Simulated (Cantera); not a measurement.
Mixture: CO : H2 : CH4 : O2 : N2 = 1 : 0.87 : 0.051 : 0.494 : 1.86 (molar parts), equivalence ratio 2.1, at 0.987 atm, adiabatic and at constant volume. Ignition delay is the time to a rise of 400 K.

Model: GRI-Mech 3.0 (53 species, 325 reactions), integrated in Cantera. Where the delays flatten at high temperature, the 400 K rule measures the pace of heat release, not the induction time.

### Question
What does this change do: H2 0.87 to 1.2 parts?

### Answer
| quantity | before | after |
|---|---|---|
| delay at 1250 K | 53.6 µs | 52.3 µs |
| delay at 1325 K | 37.5 µs | 36.5 µs |
| delay at 1400 K | 27.7 µs | 27.0 µs |
| delay at 1475 K | 21.4 µs | 20.8 µs |
| delay at 1550 K | 17.2 µs | 16.6 µs |
| delay at 1625 K | 14.4 µs | 13.7 µs |
| delay at 1700 K | 12.5 µs | 11.9 µs |

### Question
What does this change do: N2 1.86 to 4.4 parts?

### Answer
```tsv
quantity	before	after
delay at 1250 K	53.6 µs	91.7 µs
delay at 1325 K	37.5 µs	66.3 µs
delay at 1400 K	27.7 µs	51.7 µs
delay at 1475 K	21.4 µs	42.9 µs
delay at 1550 K	17.2 µs	37.8 µs
delay at 1625 K	14.4 µs	35.3 µs
delay at 1700 K	12.5 µs	34.7 µs
```
